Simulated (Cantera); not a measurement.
**Equilibrium for silicon etching in halogen gases: Si + HCl + N2**

A closed system holds: 1 mol Si, 23 mol HCl, 70 mol N2, held at 0.00190 bar.

Equilibrium computed with Cantera from the NASA thermochemical tables; the gas is ideal and each condensed phase is pure. Candidate condensed phases: NH4Cl, Si, Si3N4; 28 gas species. The tables' values for SiCl3 are old estimates; treat these amounts as uncertain. Kinetics and transport are ignored.

From 773 K to 1673 K nothing is condensed. The main Si-bearing gas is SiCl4 at 773 K and SiCl2 at 1673 K.

```
T (K)   x N2  x HCl    x H2   x SiCl4
-----  -----  -----  ------  --------
773    0.761  0.207  0.0217    0.0109
848    0.761  0.207  0.0217    0.0109
923    0.761  0.207  0.0217    0.0109
998    0.761  0.207  0.0217    0.0108
1073   0.761  0.207  0.0217    0.0108
1148   0.761  0.207  0.0215    0.0104
1223   0.760  0.208  0.0207   0.00942
1298   0.759  0.212  0.0188   0.00716
1373   0.757  0.216  0.0161   0.00426
1448   0.755  0.220  0.0139   0.00204
1523   0.754  0.222  0.0128  0.000849
1598   0.753  0.222  0.0125  0.000328
1673   0.751  0.220  0.0131  0.000124
```
x: gas mole fraction; nothing condenses.
